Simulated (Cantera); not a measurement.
**Equilibrium for halide evaporation, hydrolysis and transport: SrCl2 + H2O + N2**

Input: 1 mol SrCl2, 0.16 mol H2O, 0.14 mol N2, equilibrated at 1073 K and 1.33 mbar.

These are equilibrium values from Cantera (NASA tables, ideal gas, pure condensed phases), not measurements of a reactor. Candidate condensed phases: H2O, NH4Cl, Sr, SrCl2, SrO, Sr(OH)2; 35 gas species. Mutual solubility and eutectic melting of coexisting phases are not modelled. Condensed phases not in the tables: oxide chlorides. Kinetics and transport are ignored.

```json
{
 "x(H2O)": "0.532",
 "x(N2)": "0.466",
 "x(HCl)": "0.00197",
 "x(SrCl2)": "2.22e-5",
 "x(H2)": "5.89e-6",
 "x(O2)": "2.71e-6",
 "n(SrCl2(s))": "1.000 mol",
 "n(SrO(s))": "0.000296 mol",
 "gas_amount": "0.3003 mol",
 "log10 activity of Sr(OH)2(l) (absent)": "-3.39",
 "log10 activity of Sr(l) (absent)": "-19.42"
}
```
